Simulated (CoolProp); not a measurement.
Vapour-liquid equilibrium of propane (1) + cyclopropane (2) at 2000 kPa; x and y are mole fractions of (1).

Model: multi-fluid Helmholtz-energy mixture model, Lemmon 2009 and Polt 1992; pair parameters Bell 2016, in CoolProp. This equation is an older, rougher fit; its heat capacities, sound speeds and derivatives of the liquid may be far off and weren't checked against measurements.

| x | bubble temperature, mixture model (°C) | bubble temperature, Raoult's law (°C) | y, mixture model | y, Raoult's law |
|---|---|---|---|---|
| 0.05 | 67.1 | 67.6 | 0.065 | 0.062 |
| 0.15 | 65.1 | 66.4 | 0.185 | 0.181 |
| 0.25 | 63.3 | 65.3 | 0.296 | 0.294 |
| 0.35 | 61.8 | 64.1 | 0.398 | 0.403 |
| 0.45 | 60.5 | 63.0 | 0.494 | 0.507 |
| 0.55 | 59.4 | 61.9 | 0.586 | 0.606 |
| 0.65 | 58.5 | 60.9 | 0.676 | 0.700 |
| 0.75 | 57.9 | 59.8 | 0.765 | 0.791 |
| 0.85 | 57.4 | 58.8 | 0.856 | 0.877 |
| 0.95 | 57.2 | 57.8 | 0.950 | 0.960 |

The largest gap from Raoult's law is -2.5 K in bubble temperature, at x = 0.55. No azeotrope shows between x = 0.05 and 0.95.

Pair parameters are fitted to limited data, so mixtures are less certain than the pure fluids.
